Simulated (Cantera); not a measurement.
Charge: 1 mol CuO, 25 mol H2, 4.9 mol N2, held at 1698 K and 0.000240 bar.

Cantera equilibrium calculation (NASA polynomials, part measured and part estimated; ideal gas, pure solids and liquids). Candidate condensed phases: Cu, CuO, Cu(OH)2, Cu2O, H2O; 27 gas species. Equilibrium is a limit: real reactors are often held back by kinetics, nucleation or transport.

Base state: H2 0.769, N2 0.158, Cu 0.0322, H2O 0.0322, H 0.00819, OH 1.76e-5 (mole fractions); condensed: gas only.

Question: What changes in the equilibrium state with this change: CuO replaced by SiO2?

Answer: 
```
species                before    after
--------------------  -------  -------
H2                      0.769    0.775
N2                      0.158    0.158
SiO                         0   0.0292
Cu                     0.0322        0
H2O                    0.0322   0.0292
OH                    1.76e-5  1.59e-5
H                     0.00819  0.00822
SiO2(condensed), mol        0   0.0961
```
The tables hold silica as quartz up to 1696 K and as liquid above; real silica turns to tridymite and cristobalite and melts near 1996 K. Further candidate phases: Si, SiO2, Si2N2O, Si3N4.
